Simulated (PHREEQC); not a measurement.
Synthetic water in mg/L, 25 °C, pH 6.8, pe 9.9:

| constituent | mg/L |
|---|---|
| Na | 5.24 |
| K | 5.5 |
| Ca | 9.76 |
| Mg | 5.3 |
| Cl | 6.9 |
| S(6) as SO4 | 1.3 |
| Alkalinity as HCO3 | 63.3 |
| N(5) as NO3 | 0.503 |
| Ba | 0.605 |
| Cu(2) | 0.0367 |
| Li | 0.0724 |

Valence states are taken as typed.

Model: ion-association model, phreeqc.dat, run in PHREEQC.

No solid was allowed to form.

Task: Estimate the specific conductance, charge-balance error.

Result: specific conductance 131 µS/cm; charge-balance error 1.8 %.

Task: In which forms is Ca present?

Result: Ca+2 99 %, CaHCO3+ 1.1 % of the Ca.

Species that the database lacks are ignored. The database's constant for dissolved Cu(OH)2 is higher than later reviews accept.
